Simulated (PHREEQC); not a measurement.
# Copper plating or etch bath: an equilibrium model

Dissolve 0.0035 mol CuCl2, 0.2 mol HCl and 0.002 mol H3BO3 per kg of water at 25 °C. Closed to the air; pH follows from the charge balance.

Equilibrium calculation in PHREEQC: ion-association model, phreeqc.dat.

Each row changes one thing in this solution. Precipitation was switched off in this run.

```json
[
 {"case": "as made", "pH": "0.80", "Cu+2 (mol/kgw)": "0.00295", "CuCl+ (mol/kgw)": "0.000526", "CuCl2 (mol/kgw)": "2.83e-5", "CuOH+ (mol/kgw)": "8.30e-11"},
 {"case": "diluted 2-fold with water", "pH": "1.08", "Cu+2 (mol/kgw)": "0.00157", "CuCl+ (mol/kgw)": "0.000172", "CuCl2 (mol/kgw)": "5.45e-6", "CuOH+ (mol/kgw)": "9.82e-11"},
 {"case": "diluted 100-fold with water", "pH": "2.72", "Cu+2 (mol/kgw)": "3.48e-5", "CuCl+ (mol/kgw)": "1.59e-7", "CuCl2 (mol/kgw)": "1.60e-10", "CuOH+ (mol/kgw)": "1.58e-10"},
 {"case": "H3BO3 replaced by Na2B4O7 at the same molality", "pH": "0.81", "Cu+2 (mol/kgw)": "0.00295", "CuCl+ (mol/kgw)": "0.000526", "CuCl2 (mol/kgw)": "2.83e-5", "CuOH+ (mol/kgw)": "(withheld)"},
 {"case": "diluted 5-fold with water", "pH": "1.46", "Cu+2 (mol/kgw)": "(withheld)", "CuCl+ (mol/kgw)": "(withheld)", "CuCl2 (mol/kgw)": "5.57e-7", "CuOH+ (mol/kgw)": "1.17e-10"}
]
```

Q: Fill in the missing entries.

A: 
- H3BO3 replaced by Na2B4O7 at the same molality, CuOH+ (mol/kgw): 8.47e-11
- diluted 5-fold with water, Cu+2 (mol/kgw): 0.000662
- diluted 5-fold with water, CuCl+ (mol/kgw): 3.71e-5
